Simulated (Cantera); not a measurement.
# NO annealing gas

An isothermal, constant-pressure homogeneous reactor starts with NO : N2 : H2O = 1 : 3.5 : 0.14 (molar parts), at 1975 K and 1.00 bar.

Model: GRI-Mech 3.0 (53 species, 325 reactions), integrated in Cantera.

```
t (s)       x NO   x N2     x NO2       x O      x O2    x N2O
--------  ------  -----  --------  --------  --------  -------
0.000300   0.215  0.754   6.98e-6   2.00e-6   7.50e-7  9.70e-6
0.000724   0.215  0.754   2.25e-5   9.57e-6   2.29e-5  1.54e-5
0.00175    0.215  0.754   1.95e-5   1.23e-5  0.000168  1.72e-5
0.00421    0.215  0.754   1.88e-5   1.37e-5  0.000364  1.70e-5
0.0102     0.214  0.755   2.47e-5   1.77e-5  0.000717  1.68e-5
0.0245     0.212  0.756   3.50e-5   2.48e-5   0.00159  1.66e-5
0.0591     0.208  0.758   5.10e-5   3.62e-5   0.00369  1.61e-5
0.143      0.198  0.763   7.33e-5   5.39e-5   0.00866  1.47e-5
0.344      0.175  0.774   9.76e-5   8.01e-5    0.0198  1.16e-5
0.829      0.131  0.796  0.000106  0.000115    0.0418  6.61e-6
2.00      0.0689  0.827   7.31e-5  0.000150    0.0729  2.02e-6
```
x: mole fraction; the columns are a selection and need not sum to one.

Equilibrium at this temperature and pressure: NO 0.00529, N2 0.859, NO2 6.71e-6, O 0.000179, O2 0.105, N2O 3.11e-7 (gas phase only).
